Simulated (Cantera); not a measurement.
Charge: 1 mol Al(CH₃)₃, 43 mol H₂O, 10 mol H₂, held at 1550 °C and 2.25 Torr.

Cantera equilibrium calculation (NASA polynomials, part measured and part estimated; ideal gas, pure solids and liquids). Candidate condensed phases: Al, Al₂O₃, C, C₆H₆, C₇H₈, C₈H₁₈, H₂O; 121 gas species. The feed counts by its element totals alone. Kinetics and transport are ignored.

Task: What is the equilibrium state?

Result: 
* **x(H₂O)**: 0.618
* **x(H₂)**: 0.327
* **x(CO)**: 0.0334
* **x(CO₂)**: 0.0161
* **x(H)**: 0.00453
* **x(OH)**: 0.000595
* **x(O)**: 6.34e-6
* **x(O₂)**: 5.28e-6
* **n(Al₂O₃(s))**: 0.500 mol
* **gas amount**: 60.66 mol
* **log10 activity of C(graphite) (absent)**: -7.87
* **log10 activity of Al(l) (absent)**: -9.78
